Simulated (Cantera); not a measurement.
Gas mixture: 51.0 % C₃H₈, 49.0 % CO, at 100000 Pa, frozen composition.

Cantera's kinetic-theory transport with the Lennard-Jones parameters of GRI-Mech 3.0, ideal gas; thermal conductivity in the multicomponent form. The composition is frozen, though it would react at the higher temperatures.

D: mixture-averaged diffusion coefficient of that species in the mixture.

| T (K) | ρ (kg/m³) | cp (J/kg/K) | μ (µPa s) | λ (mW/m/K) | Pr | D (cm²/s) CO₂ | D (cm²/s) NO | D (cm²/s) H₂ |
|---|---|---|---|---|---|---|---|---|
| 400 | 1.09 | 1723 | 14.4 | 30.8 | 0.808 | 0.185 | 0.244 | 0.966 |
| 650 | 0.670 | 2331 | 21.3 | 59.6 | 0.832 | 0.446 | 0.569 | 2.20 |
| 900 | 0.484 | 2770 | 27.0 | 89.0 | 0.840 | 0.789 | 0.989 | 3.79 |
| 1150 | 0.379 | 3065 | ___ | ___ | 0.842 | ___ | ___ | ___ |
| 1400 | 0.311 | 3282 | 36.6 | 142 | 0.843 | 1.68 | 2.07 | 7.90 |
| 1650 | 0.264 | 3451 | ___ | ___ | 0.843 | ___ | ___ | ___ |

**Question.** Some entries are withheld; supply them.

**Answer.** 
- 1150, μ (µPa s): 32.0
- 1150, λ (mW/m/K): 117
- 1150, D (cm²/s) CO₂: 1.20
- 1150, D (cm²/s) NO: 1.49
- 1150, D (cm²/s) H₂: 5.70
- 1650, μ (µPa s): 40.8
- 1650, λ (mW/m/K): 167
- 1650, D (cm²/s) CO₂: 2.21
- 1650, D (cm²/s) NO: 2.73
- 1650, D (cm²/s) H₂: 10.4
